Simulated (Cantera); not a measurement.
Input (Python, Cantera):

```python
import numpy as np
import cantera as ct

gas = ct.Solution("gri30.yaml")
gas.TPX = 1050, 28000, {'CH4': 1, 'CO': 0.19, 'O2': 1.61, 'N2': 14.2}
reactor = ct.IdealGasConstPressureReactor(gas, energy="on", clone=False)
net = ct.ReactorNet([reactor])
net.rtol, net.atol = 1e-08, 1e-16
show = ['CH4', 'CO', 'O2', 'C2H2', 'H2O']
times = np.geomspace(7e-06, 7, 13)

steps = ct.SolutionArray(gas, extra=["t"])
rows = []
print(f"{'t/s':>10s}{'T/K':>9s}{'P/Pa':>11s}" + "".join(f"{s:>11s}" for s in show))
for t in times:
    while net.time < t:
        t_next = net.step()
        steps.append(gas.state, t=t_next)
    rows.append([np.interp(t, steps.t, y) for y in (steps.T, steps.P, *steps(*show).X.T)])
    print(f"{t:10.3e}{rows[-1][0]:9.1f}{rows[-1][1]:11.4g}" + "".join(f"{x:11.3e}" for x in rows[-1][2:]))
rate = np.gradient(steps.T, steps.t)
print("integrator steps:", len(steps.t))
if steps.T.max() > steps.T[0] + 200:
    print(f"time of steepest temperature rise: {steps.t[rate.argmax()]:.4e} s")
gas.TPX = 1050, 28000, {'CH4': 1, 'CO': 0.19, 'O2': 1.61, 'N2': 14.2}
gas.equilibrate("HP")
print(f"equilibrium (HP): T = {gas.T:.1f} K  " + "  ".join(f"{s} {gas[s].X[0]:.3e}" for s in show))
```

It prints:

```
       t/s      T/K       P/Pa        CH4         CO         O2       C2H2        H2O
 7.000e-06   1050.0    2.8e+04  5.882e-02  1.118e-02  9.471e-02  9.653e-27  8.900e-13
 2.214e-05   1050.0    2.8e+04  5.882e-02  1.118e-02  9.471e-02  1.124e-25  1.009e-11
 7.000e-05   1050.0    2.8e+04  5.882e-02  1.118e-02  9.471e-02  1.321e-24  5.459e-11
 2.214e-04   1050.0    2.8e+04  5.882e-02  1.118e-02  9.471e-02  1.439e-23  2.062e-10
 7.000e-04   1050.0    2.8e+04  5.882e-02  1.118e-02  9.471e-02  1.571e-22  7.483e-10
 2.214e-03   1050.0    2.8e+04  5.882e-02  1.118e-02  9.471e-02  2.440e-21  3.104e-09
 7.000e-03   1050.0    2.8e+04  5.882e-02  1.118e-02  9.471e-02  1.323e-19  1.733e-08
 2.214e-02   1050.0    2.8e+04  5.882e-02  1.118e-02  9.471e-02  2.557e-17  1.390e-07
 7.000e-02   1050.0    2.8e+04  5.882e-02  1.118e-02  9.470e-02  8.444e-15  1.289e-06
 2.214e-01   1050.1    2.8e+04  5.881e-02  1.118e-02  9.470e-02  6.508e-13  7.872e-06
 7.000e-01   1050.3    2.8e+04  5.877e-02  1.118e-02  9.467e-02  1.935e-11  3.788e-05
 2.214e+00   1052.2    2.8e+04  5.848e-02  1.120e-02  9.445e-02  1.472e-09  2.824e-04
 7.000e+00   1977.7    2.8e+04  1.374e-14  3.451e-02  4.179e-06  9.690e-19  9.352e-02
integrator steps: 2729
time of steepest temperature rise: 4.7779e+00 s
equilibrium (HP): T = 1977.7 K  CH4 1.561e-14  CO 3.452e-02  O2 4.177e-06  C2H2 1.077e-18  H2O 9.352e-02
```

Computed with Cantera and GRI-Mech 3.0 (53 species, 325 reactions).
